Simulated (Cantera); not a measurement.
An isothermal, constant-pressure homogeneous reactor starts with 85.0 % N2O, 15.0 % N2, at 1050 K and 750 Torr.

Detailed kinetics in Cantera: GRI-Mech 3.0 (53 species, 325 reactions). GRI-Mech 3.0 was tuned for natural gas; its chemistry of N2O as a main component is partial and can be far from experiment. The mechanism lacks the step 2 NO + O2 → 2 NO2, which can matter for NO2 below about 1400 K. The temperature is held fixed by assumption; the heat of reaction is taken as removed at once.

**Question.** Predict: x(N2O) at 10.0 s; x(O) at 10.0 s; x(N2) at 10.0 s; x(NO) at 10.0 s; x(NO2) at 10.0 s; x(O2) at 10.0 s.

**Answer.** 
| Item | Result |
|---|---|
| x(N2O) at 10.0 s | 0.635 (gas-phase equilibrium 4.42e-9) |
| x(O) at 10.0 s | 9.81e-8 (gas-phase equilibrium 3.68e-10) |
| x(N2) at 10.0 s | 0.286 (gas-phase equilibrium 0.702) |
| x(NO) at 10.0 s | 0.00754 (gas-phase equilibrium 5.97e-5) |
| x(NO2) at 10.0 s | 0.000113 (gas-phase equilibrium 2.74e-6) |
| x(O2) at 10.0 s | 0.0715 (gas-phase equilibrium 0.298) |
